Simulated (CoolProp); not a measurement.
Computed with CoolProp (reference Helmholtz-energy equation of state, Younglove 1994). It is a modified Benedict-Webb-Rubin equation, recast in Helmholtz form.

Problem. Give the vapour pressure (bar), vapour density (kg/m³), liquid cp (kJ/(kg K)), liquid viscosity (µPa s) of saturated R123 at -25.45, -6.15 °C.

Solution. 
| T (°C) | p (bar) | vapour density (kg/m³) | liquid cp (kJ/(kg K)) | liquid viscosity (µPa s) |
|---|---|---|---|---|
| -25.45 | 0.0883 | 0.661 | 0.962 | 794 |
| -6.15 | 0.245 | 1.71 | 0.983 | 611 |

Viscosity comes from a separate model (Tanaka 1996).
